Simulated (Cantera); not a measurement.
NO annealing gas

A perfectly stirred reactor is fed with 87.7 % NO, 12.3 % N2, at 1.70 bar; it is held at 1600 K, and followed from long to short residence time.

Model: GRI-Mech 3.0 (53 species, 325 reactions), integrated in Cantera.

```csv
τ (s),x NO,x N2O,x NO2,x O2,x N2,x O
16,0.478,8.45e-5,0.00244,0.197,0.322,5.04e-6
5.1,0.648,0.000156,0.00252,0.113,0.237,3.87e-6
1.7,0.770,0.000221,0.00208,0.0521,0.176,2.73e-6
0.54,0.837,0.000260,0.00148,0.0191,0.143,1.82e-6
0.18,0.863,0.000270,0.00105,0.00638,0.130,1.29e-6
0.057,0.872,0.000255,0.000783,0.00176,0.125,9.76e-7
0.019,0.875,0.000210,0.000559,0.000380,0.123,7.33e-7
0.0061,0.877,0.000133,0.000281,3.87e-5,0.123,4.27e-7
```
x: mole fraction; the columns are a selection and need not sum to one.
